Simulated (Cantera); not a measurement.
A closed system holds: 1 mol B, 0.63 mol O2, 17 mol N2, 0.15 mol HF, at 0.370 bar.

Cantera equilibrium calculation (NASA polynomials, part measured and part estimated; ideal gas, pure solids and liquids). Candidate condensed phases: B, BN, B2O3, B3O3H3, H2O; 62 gas species. Mutual solubility and eutectic melting of coexisting phases are not modelled. Rates play no part.

Task: Which condensed phases are stable at each of these points (T (K)): 1598, 1648, 1698, 1748, 1798, 1848, 1898, 1948, 1998?

Result: 
```
T (K)  condensed phases  B condensed (%)
-----  ----------------  ---------------
1598    BN(s) + B2O3(l)             83.1
1648    BN(s) + B2O3(l)             80.7
1698    BN(s) + B2O3(l)             75.9
1748    BN(s) + B2O3(l)             66.4
1798    BN(s) + B2O3(l)             47.7
1848    BN(s) + B2O3(l)             11.8
1898              BN(s)              7.8
1948              BN(s)              5.8
1998              BN(s)              3.1
```

From 1598 K to 1848 K the condensed part is BN(s) + B2O3(l). From 1898 K to 1998 K the condensed part is BN(s).
